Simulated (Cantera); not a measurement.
Charge: 1 mol Cr₂O₃, 0.37 mol H₂, held at 527 °C and 0.0190 bar.

Equilibrium computed with Cantera from the NASA thermochemical tables; the gas is ideal and each condensed phase is pure. Candidate condensed phases: Cr, Cr₂O₃, H₂O; 13 gas species. Equilibrium is a limit: real reactors are often held back by kinetics, nucleation or transport.

Base state: H₂ 1.00 (mole fractions); condensed: Cr₂O₃(s).

Task: What changes in the equilibrium state with this change: temperature from 527 °C to 1827 °C?

Result: 
| species | before | after |
|---|---|---|
| H₂ | 1.00 | 0.887 |
| H₂O | 1.76e-7 | 0.0543 |
| Cr | <1e-9 | 0.0358 |
| H | <1e-9 | 0.0213 |
| CrO | <1e-9 | 0.00165 |
| OH | <1e-9 | 0.000155 |
| CrO₂ | <1e-9 | 3.52e-5 |
| Cr₂O₃(s), mol | 1.00 | 0.993 |

Task: What changes in the equilibrium state with this change: temperature from 527 °C to 1627 °C?

Result: 
```tsv
species	before	after
H₂	1.00	0.970
H₂O	1.76e-7	0.0148
Cr	<1e-9	0.00982
H	<1e-9	0.00567
CrO	<1e-9	8.97e-5
Cr₂O₃(s), mol	1.00	0.998
```
